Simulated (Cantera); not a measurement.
A Cantera script and what it prints.

```python
import numpy as np
import cantera as ct

gas_names = """
    Electron H H+ H- HO2 H2 H2+ H2- H2O H2O+ H2O2 H3O+ O O+ O- OH OH+ OH- O2 O2+ O2- O3 P P+ PH PH3 PO
    PO2 P2 P4 P4O10
""".split()
cond_names = """
    H2O(s) H2O(L) P(cr) P(L) P4O10(s)
""".split()


def load(file, names, dense=False):
    # The tables refer to 1 bar. Condensed volumes are neglected.
    table = {s.name: s for s in ct.Species.list_from_file(file)}
    out = []
    for n in names:
        d = dict(table[n].input_data)
        d["thermo"] = dict(d["thermo"], **{"reference-pressure": 1e5})
        if dense:
            d["equation-of-state"] = {"model": "constant-volume", "density": "1e6 g/cm^3"}
        out.append(ct.Species.from_dict(d))
    return out


gas = ct.Solution(thermo="ideal-gas", species=load("nasa_gas.yaml", gas_names))
cond = {s.name: ct.Solution(thermo="fixed-stoichiometry", species=[s], name=s.name)
        for s in load("nasa_condensed.yaml", cond_names, dense=True)}
atoms = {
    'PH3': {'P': 1, 'H': 3},
    'H2O': {'H': 2, 'O': 1},
}
top_T = {'P4O10(s)': 690}  # K; cautious upper limits of use, not melting points


def equilibrate(T, P, feed):
    n = {}
    for name, mol in feed.items():
        for a, k in atoms[name].items():
            n[a] = n.get(a, 0.0) + k * mol
    gas.TPX = T, P, n
    mass = sum(n.values()) * gas.mean_molecular_weight
    gas.equilibrate("TP")
    valid = [c for c in cond.values() if c.min_temp <= T <= top_T.get(c.name, c.max_temp)]
    mix = ct.Mixture([(gas, mass / gas.mean_molecular_weight)] + [(c, 0.0) for c in valid])
    mix.T, mix.P = T, P
    mix.equilibrate("TP", solver="vcs", rtol=1e-11, max_steps=5000)
    return mix


results = []
feed = {'PH3': 1, 'H2O': 0.92}  # mol
P = 44000  # Pa
for T in [2500, 3000, 3500, 4000, 4500, 5000]:
    mix = equilibrate(T, P, feed)
    results.append((T, P, feed, dict(zip(mix.species_names, mix.species_moles))))

top = {s: max(r[3][s] / sum(r[3][g] for g in gas_names) for r in results) for s in gas_names}
cols = sorted((s for s in top if top[s] > 1e-06), key=lambda s: -top[s])[:8]
seen = [c for c in cond_names if any(r[3].get(c, 0) > 1e-12 for r in results)]
print("log10 of partial pressures in bar; condensed amounts in mol")
print(f"{'T/K':>10s}" + "".join(f"{s[:9]:>10s}" for s in cols + seen))
for T, P, feed, n in results:
    ng = sum(n[g] for g in gas_names)
    print(f"{T:10.4g}" + "".join(f"{np.log10(max(n[s] / ng * P / 1e5, 1e-99)):10.3f}" for s in cols)
          + "".join(f"{n.get(c, 0):10.4g}" for c in seen))
```

Output:

```
log10 of partial pressures in bar; condensed amounts in mol
       T/K         H        H2        PO         P         O       H2O        P2       PO2
      2500    -1.875    -0.550    -1.164    -2.858    -4.942    -1.428    -1.556    -2.052
      3000    -1.115    -0.627    -1.080    -2.154    -3.441    -1.773    -1.897    -2.344
      3500    -0.683    -0.908    -1.151    -1.786    -2.356    -2.235    -2.422    -2.671
      4000    -0.522    -1.448    -1.356    -1.520    -1.677    -3.046    -2.846    -3.205
      4500    -0.498    -2.074    -1.735    -1.307    -1.367    -4.102    -3.174    -4.058
      5000    -0.501    -2.618    -2.270    -1.220    -1.261    -5.133    -3.615    -5.117
```

These are equilibrium values from Cantera (NASA tables, ideal gas, pure condensed phases), not measurements of a reactor. Gases not in the tables: HPO2, HPO3 and P4O6.
